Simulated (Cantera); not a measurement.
Feed: 1 mol Si₂H₆, 3.9 mol O₃, 0.14 mol H₂, at 10.0 mbar.

These are equilibrium values from Cantera (NASA tables, ideal gas, pure condensed phases), not measurements of a reactor. Candidate condensed phases: H₂O, Si, SiO₂; 18 gas species. The feed counts by its element totals alone. The tables hold silica as quartz up to 1696 K and as liquid above; real silica turns to tridymite and cristobalite and melts near 1996 K. Rates play no part.

Which condensed phases are stable at each of these points (T (K)): 898, 1048, 1198, 1348, 1498, 1648, 1798?


```csv
T (K),condensed phases,Si condensed (%)
898,SiO₂(β-quartz),100.0
1048,SiO₂(β-quartz),100.0
1198,SiO₂(β-quartz),100.0
1348,SiO₂(β-quartz),100.0
1498,SiO₂(β-quartz),100.0
1648,SiO₂(β-quartz),100.0
1798,SiO₂(condensed),100.0
```

From 898 K to 1648 K the condensed part is SiO₂(β-quartz). At 1798 K the condensed part is SiO₂(condensed).
